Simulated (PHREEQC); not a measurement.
Solution (25 °C): 0.0054 mol/kgw CsOH, 0.00065 mol/kgw CO2 and 0.00091 mol/kgw Na2CO3. Closed to the air; pH follows from the charge balance.

Model: ion-association model, wateq4f.dat, run in PHREEQC.

Each row changes one thing in this solution. No solid was allowed to form.

```tsv
case	pH	ionic strength (mol/kgw)	CO3-2 (mol/kgw)	HCO3- (mol/kgw)	NaCO3- (mol/kgw)	NaHCO3 (mol/kgw)	SI of Nahcolite (NaHCO3)	SI of Natron (Na2CO3:10H2O)
as made	11.58	0.00865	0.00146	6.25e-5	3.34e-5	5.19e-8	-6.49	-7.27
diluted 10-fold with water	10.65	0.000830	0.000108	4.74e-5	3.22e-7	4.54e-9	-7.54	-10.22
CO2 from 0.00065 to 0.000325 mol/kgw	11.64	0.00836	0.00117	4.33e-5	___	3.62e-8	-6.64	-7.36
CsOH from 0.0054 to 0.00054 mol/kgw	10.11	0.00299	0.000646	0.000896	1.71e-5	8.07e-7	-5.30	-7.52
CO2 from 0.00065 to 0.00325 mol/kgw	___	0.00983	0.00267	0.00143	5.88e-5	___	-5.14	-7.03
```

What belongs in the gaps?


- CO2 from 0.00065 to 0.000325 mol/kgw, NaCO3- (mol/kgw): 2.68e-5
- CO2 from 0.00065 to 0.00325 mol/kgw, pH: 10.47
- CO2 from 0.00065 to 0.00325 mol/kgw, NaHCO3 (mol/kgw): 1.15e-6

Complexes and solids missing from the database can't appear.
